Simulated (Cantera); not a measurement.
Feed: 1 mol SiH₂Cl₂, a varied amount of N₂, at 1150 K and 0.133 bar.

Equilibrium computed with Cantera from the NASA thermochemical tables; the gas is ideal and each condensed phase is pure. Candidate condensed phases: NH₄Cl, Si, Si₃N₄; 28 gas species. N₂ is the only nitrogen source here; it is nearly inert below about 1500 K, so the nitride shown seldom forms there in practice. The tables' values for SiCl₃ are old estimates; treat these amounts as uncertain. Equilibrium is a limit: real reactors are often held back by kinetics, nucleation or transport.

x: gas mole fraction; n: condensed amount in mol.

```json
[
 {"n(N₂) (mol)": "6.5", "x N₂": "0.768", "x HCl": "0.156", "x H₂": "0.0507", "x SiCl₄": "0.0251", "n Si₃N₄(s)": "0.267"},
 {"n(N₂) (mol)": "9.2", "x N₂": "0.827", "x HCl": "0.120", "x H₂": "0.0353", "x SiCl₄": "0.0175", "n Si₃N₄(s)": "0.271"},
 {"n(N₂) (mol)": "13", "x N₂": "0.872", "x HCl": "___", "x H₂": "___", "x SiCl₄": "___", "n Si₃N₄(s)": "0.275"},
 {"n(N₂) (mol)": "19", "x N₂": "0.909", "x HCl": "0.0669", "x H₂": "0.0158", "x SiCl₄": "0.00784", "n Si₃N₄(s)": "0.280"},
 {"n(N₂) (mol)": "27", "x N₂": "0.935", "x HCl": "0.0496", "x H₂": "0.0106", "x SiCl₄": "0.00522", "n Si₃N₄(s)": "0.283"},
 {"n(N₂) (mol)": "39", "x N₂": "0.954", "x HCl": "0.0359", "x H₂": "0.00684", "x SiCl₄": "0.00338", "n Si₃N₄(s)": "0.287"},
 {"n(N₂) (mol)": "55", "x N₂": "0.967", "x HCl": "0.0265", "x H₂": "0.00453", "x SiCl₄": "0.00224", "n Si₃N₄(s)": "0.291"},
 {"n(N₂) (mol)": "79", "x N₂": "0.977", "x HCl": "0.0191", "x H₂": "0.00292", "x SiCl₄": "0.00144", "n Si₃N₄(s)": "0.294"},
 {"n(N₂) (mol)": "110", "x N₂": "0.983", "x HCl": "___", "x H₂": "___", "x SiCl₄": "___", "n Si₃N₄(s)": "0.297"},
 {"n(N₂) (mol)": "160", "x N₂": "0.988", "x HCl": "0.00995", "x H₂": "0.00123", "x SiCl₄": "0.000603", "n Si₃N₄(s)": "0.300"},
 {"n(N₂) (mol)": "230", "x N₂": "0.992", "x HCl": "0.00709", "x H₂": "0.000780", "x SiCl₄": "0.000383", "n Si₃N₄(s)": "0.303"}
]
```

Question: Fill in the missing entries.

Answer: 
- 110, x HCl: 0.0141
- 110, x H₂: 0.00195
- 110, x SiCl₄: 0.000960
- 13, x HCl: 0.0915
- 13, x H₂: 0.0243
- 13, x SiCl₄: 0.0120
